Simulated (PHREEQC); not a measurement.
Dissolve 0.099 mol/kgw HF and 3.5e-05 mol/kgw NaF at 25 °C. Closed to the air; pH follows from the charge balance.

The numbers come from PHREEQC with the ion-association model, wateq4f.dat.

Each row changes one thing in this solution. No solid was allowed to form.

| case | pH | ionic strength (mol/kgw) | HF (mol/kgw) | H2F2 (mol/kgw) | F- (mol/kgw) | HF2- (mol/kgw) |
|---|---|---|---|---|---|---|
| as made | 2.13 | 0.00817 | 0.0663 | 0.0115 | 0.00651 | 0.00166 |
| 0.0013 mol/kgw KCl added | 2.13 | 0.00952 | 0.0662 | 0.0115 | 0.00655 | 0.00167 |
| NaF left out | 2.12 | 0.00815 | 0.0663 | 0.0115 | 0.00650 | 0.00166 |
| HF from 0.099 to 0.0495 mol/kgw | 2.28 | … | 0.0363 | 0.00343 | 0.00500 | 0.000696 |
| HF replaced by Cu(BF4)2 at the same molality | 2.54 | 0.298 | 0.00871 | 0.000212 | 0.00320 | 0.000115 |
| 0.0024 mol/kgw PbCl2 added | 2.12 | 0.0149 | … | 0.0114 | 0.00661 | 0.00168 |
| HF from 0.099 to 0.149 mol/kgw | 2.04 | … | 0.0921 | 0.0221 | 0.00745 | … |
| NaF from 3.5e-05 to 0.000175 mol/kgw | 2.13 | 0.00825 | 0.0663 | 0.0115 | 0.00657 | 0.00168 |
| 0.0064 mol/kgw H2SO4 added | 1.88 | 0.0183 | 0.0684 | 0.0123 | 0.00398 | 0.00105 |

Problem. What belongs in the gaps?

Solution. 
- HF from 0.099 to 0.0495 mol/kgw, ionic strength (mol/kgw): 0.00569
- 0.0024 mol/kgw PbCl2 added, HF (mol/kgw): 0.0661
- HF from 0.099 to 0.149 mol/kgw, ionic strength (mol/kgw): 0.0101
- HF from 0.099 to 0.149 mol/kgw, HF2- (mol/kgw): 0.00264

Some of these states are supersaturated (in Matlockite, PbF2, for instance). wateq4f.dat counts part of the HF as a dimer, H2F2, which phreeqc.dat doesn't know; its constant is uncertain.
